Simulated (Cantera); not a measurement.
Charge: 1 mol SiO₂, a varied amount of C, 2.2 mol CO, at 2000 K and 0.0250 bar.

Equilibrium computed with Cantera from the NASA thermochemical tables; the gas is ideal and each condensed phase is pure. Candidate condensed phases: C, Si, SiC, SiO₂; 20 gas species. The tables hold silica as quartz up to 1696 K and as liquid above; real silica turns to tridymite and cristobalite and melts near 1996 K. Kinetics and transport are ignored.

What share of the Si ends up in condensed phases as a function of n(C) (mol), at 0.36, 0.98, 1.6, 2.2, 2.8, 3.4, 4, 4.7, 5.3, 5.9, 6.5, 7.1?


| n(C) (mol) | Si condensed (%) | as |
|---|---|---|
| 0.36 | 62.7 | SiO₂(l) |
| 0.98 | 1.2 | SiO₂(l) |
| 1.6 | 29.9 | SiC(s) |
| 2.2 | 59.9 | SiC(s) |
| 2.8 | 90.0 | SiC(s) |
| 3.4 | 96.1 | SiC(s) |
| 4 | 96.1 | SiC(s) |
| 4.7 | 96.1 | SiC(s) |
| 5.3 | 96.1 | SiC(s) |
| 5.9 | 96.1 | SiC(s) |
| 6.5 | 96.1 | SiC(s) |
| 7.1 | 96.1 | SiC(s) |
